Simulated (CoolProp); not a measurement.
A closed Brayton cycle with carbon dioxide: compressor inlet 323.15 K and 9.6 MPa, high pressure 28 MPa, turbine inlet 780 K, compressor efficiency 0.89, turbine efficiency 0.93, recuperator effectiveness 0 (on enthalpy, no pinch check). Each further row changes one setting.

Model: reference Helmholtz-energy equation of state, Span 1996, in CoolProp.

```csv
case,thermal efficiency (%),net work (kJ/kg),compressor to turbine work,compressor exit (K),turbine exit (K)
as stated,16.9,90.4,0.33,395.5,652.0
turbine inlet 730 K,17.0,80.0,0.36,395.5,606.7
compressor inlet 333.15 K,16.6,81.0,0.40,419.3,652.0
high pressure 23.8 MPa,14.7,80.1,0.31,384.3,670.9
recuperator effectiveness 0.5,23.6,90.4,0.33,395.5,652.0
```
